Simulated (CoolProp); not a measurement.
The fluid at 329.24 K and 1.01 MPa flows at 2.7 m/s in a round tube of 20 mm bore and 1.5 µm roughness, fully developed (64/Re and Nu = 3.66 if laminar; Colebrook and Gnielinski if turbulent). The same conditions are run with several fluids, on thermodynamics alone (safety and materials aside).

Values from CoolProp's reference Helmholtz-energy equation of state of each fluid (R410A: Lemmon 2003; R507A: Lemmon 2003; propylene: Lemmon 2013; oxygen: Schmidt 1985; CH2F2 (R32): Tillner-Roth 1997). Blends and air are pseudo-pure fits.

Q: Rank R410A, R507A, propylene, oxygen, CH2F2 (R32) by Reynolds number, highest first.

A: R507A (163000), R410A (110000), propylene (97500), CH2F2 (R32) (76900), oxygen (28500)

| fluid | Darcy friction factor | pressure drop (Pa/m) | heat-transfer coefficient (W/(m² K)) | mass flow (kg/h) |
|---|---|---|---|---|
| R410A | 0.0181 | 97.5 | 186 | 90.5 |
| R507A | 0.0168 | 128 | 258 | 127 |
| propylene | 0.0185 | 59.0 | 214 | 53.5 |
| oxygen | 0.0240 | 51.7 | 100 | 36.2 |
| CH2F2 (R32) | 0.0194 | 74.4 | 148 | 64.4 |

Above 300 K oxygen's equation is extrapolated.

Transport values come from each fluid's own correlations; those of propylene, CH2F2 (R32) are estimates that may be off by 10 % or more.
